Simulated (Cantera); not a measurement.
A closed system holds: 1 mol AlI₃, 4.2 mol NH₃, 2 mol H₂, 6.7 mol H₂O, at 1973.15 K and 0.100 bar.

These are equilibrium values from Cantera (NASA tables, ideal gas, pure condensed phases), not measurements of a reactor. Candidate condensed phases: Al, AlI₃, AlN, Al₂O₃, H₂O, I₂; 41 gas species. Gases not in the tables: Al(OH)₃. The numbers say what is thermodynamically allowed, not how fast it happens.

Base state: H₂ 0.481, H₂O 0.261, I 0.132, N₂ 0.105, HI 0.0186, H 0.00296, OH 0.000152, I₂ 5.71e-5 (mole fractions); condensed: Al₂O₃(s).

Problem. What changes in the equilibrium state with this change: AlI₃ replaced by AlBr₃?

Solution. 
| species | before | after |
|---|---|---|
| H₂ | 0.481 | 0.450 |
| H₂O | 0.261 | 0.276 |
| HBr | 0 | 0.137 |
| I | 0.132 | 0 |
| Br | 0 | 0.0224 |
| HI | 0.0186 | 0 |
| N₂ | 0.105 | 0.111 |
| I₂ | 5.71e-5 | 0 |
| Br₂ | 0 | 1.19e-5 |
| OH | 0.000152 | 0.000167 |
| H | 0.00296 | 0.00287 |
| Al₂O₃(s), mol | 0.500 | 0.500 |
Further candidate phases: AlBr₃, Br₂.
